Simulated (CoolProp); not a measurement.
A single-stage vapour-compression cycle with the fluid: evaporating at 288.15 K (dew point), condensing at 347.15 K (bubble point), superheat 2 K, subcooling 2 K, compressor efficiency 0.85, no pressure losses. The same conditions are run with several fluids, on thermodynamics alone (safety and materials aside).

Computed with CoolProp (reference Helmholtz-energy equation of state of each fluid (cyclopropane: Polt 1992; R152A: Outcalt 1996; R22: Kamei 1995; isobutene: Lemmon 2005; R114: Platzer 1990; R11: Jacobsen 1992)). The equations of Platzer and Polt are older, rougher fits.

```json
[
 {"fluid": "cyclopropane", "cooling COP": "3.11", "pressure ratio": "4.10", "discharge temperature (K)": "370.6", "refrigerating effect (kJ/kg)": "282", "volumetric capacity (kJ/m³)": "3010"},
 {"fluid": "R152A", "cooling COP": "2.99", "pressure ratio": "4.70", "discharge temperature (K)": "369.2", "refrigerating effect (kJ/kg)": "184", "volumetric capacity (kJ/m³)": "2480"},
 {"fluid": "R22", "cooling COP": "2.75", "pressure ratio": "4.12", "discharge temperature (K)": "378.0", "refrigerating effect (kJ/kg)": "116", "volumetric capacity (kJ/m³)": "3810"},
 {"fluid": "isobutene", "cooling COP": "3.05", "pressure ratio": "4.83", "discharge temperature (K)": "350.2", "refrigerating effect (kJ/kg)": "230", "volumetric capacity (kJ/m³)": "1280"},
 {"fluid": "R114", "cooling COP": "2.88", "pressure ratio": "5.29", "discharge temperature (K)": "347.1", "refrigerating effect (kJ/kg)": "74.7", "volumetric capacity (kJ/m³)": "856"},
 {"fluid": "R11", "cooling COP": "3.42", "pressure ratio": "6.13", "discharge temperature (K)": "363.2", "refrigerating effect (kJ/kg)": "134", "volumetric capacity (kJ/m³)": "579"}
]
```

The compression ends wet for: R114.
